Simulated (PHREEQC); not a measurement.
0.87 g of hydrous ferric oxide (600 m²/g; 0.2 weak and 0.005 strong sites per Fe, Dzombak-Morel constants, diffuse double layer) in 1 kg of water with 0.3 mol/kgw of an inert sodium salt and 0.12 mmol/kgw Na2HAsO4, at 25 °C; the pH is set by adding NaOH or the inert anion's acid. O2 is buffered at 0.21 atm. No CO2 enters from the air. Nothing may precipitate in this run.

Base run: PHREEQC, ion-association model, wateq4f.dat. Each further column changes one thing. The table gives surface charge σ (C/m²).

```json
[
 {"pH": "4", "base": "0.319", "background salt from 0.3 to 0.03 mol/kgw": "0.247", "oxide from 0.87 to 4.3 g/kgw": "0.343"},
 {"pH": "4.5", "base": "0.289", "background salt from 0.3 to 0.03 mol/kgw": "0.192", "oxide from 0.87 to 4.3 g/kgw": "0.313"},
 {"pH": "5", "base": "0.244", "background salt from 0.3 to 0.03 mol/kgw": "0.138", "oxide from 0.87 to 4.3 g/kgw": "0.264"},
 {"pH": "5.5", "base": "0.188", "background salt from 0.3 to 0.03 mol/kgw": "0.093", "oxide from 0.87 to 4.3 g/kgw": "0.206"},
 {"pH": "6", "base": "0.133", "background salt from 0.3 to 0.03 mol/kgw": "0.059", "oxide from 0.87 to 4.3 g/kgw": "0.150"},
 {"pH": "6.5", "base": "0.086", "background salt from 0.3 to 0.03 mol/kgw": "0.035", "oxide from 0.87 to 4.3 g/kgw": "0.101"},
 {"pH": "7", "base": "0.048", "background salt from 0.3 to 0.03 mol/kgw": "0.019", "oxide from 0.87 to 4.3 g/kgw": "0.062"},
 {"pH": "7.5", "base": "0.017", "background salt from 0.3 to 0.03 mol/kgw": "0.006", "oxide from 0.87 to 4.3 g/kgw": "0.030"},
 {"pH": "8", "base": "-0.011", "background salt from 0.3 to 0.03 mol/kgw": "-0.004", "oxide from 0.87 to 4.3 g/kgw": "0.002"},
 {"pH": "8.5", "base": "-0.040", "background salt from 0.3 to 0.03 mol/kgw": "-0.016", "oxide from 0.87 to 4.3 g/kgw": "-0.025"},
 {"pH": "9", "base": "-0.073", "background salt from 0.3 to 0.03 mol/kgw": "-0.031", "oxide from 0.87 to 4.3 g/kgw": "-0.055"},
 {"pH": "9.5", "base": "-0.111", "background salt from 0.3 to 0.03 mol/kgw": "-0.051", "oxide from 0.87 to 4.3 g/kgw": "-0.092"},
 {"pH": "10", "base": "-0.157", "background salt from 0.3 to 0.03 mol/kgw": "-0.076", "oxide from 0.87 to 4.3 g/kgw": "-0.137"}
]
```
